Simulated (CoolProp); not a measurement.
Vapour-liquid equilibrium of ethane (1) + C2F6 (R116) (2) at 227.8 K; x and y are mole fractions of (1).

Values from CoolProp's multi-fluid Helmholtz-energy mixture model, Bücker 2006 and Lemmon 2006; pair parameters Bell 2016.

| x | bubble pressure (MPa) | y at the bubble point | dew pressure at overall composition x (MPa) | liquid density (mol/L) |
|---|---|---|---|---|
| 0.05 | 0.5001 | 0.142 | 0.4620 | 10.63 |
| 0.15 | 0.6023 | 0.338 | 0.5039 | 10.92 |
| 0.25 | 0.6815 | 0.459 | 0.5528 | 11.24 |
| 0.35 | 0.7356 | 0.537 | 0.6099 | 11.61 |
| 0.45 | 0.7685 | 0.591 | 0.6752 | 12.03 |
| 0.55 | 0.7862 | 0.631 | 0.7439 | 12.52 |
| 0.65 | 0.7931 | 0.666 | 0.7912 | 13.11 |
| 0.75 | 0.7901 | 0.705 | 0.7764 | 13.81 |
| 0.85 | 0.7701 | 0.765 | 0.7285 | 14.64 |
| 0.95 | 0.7100 | 0.885 | 0.6754 | 15.59 |

y crosses x between x = 0.65 and 0.75: the model has an azeotrope there.

Pair parameters are fitted to limited data, so mixtures are less certain than the pure fluids.
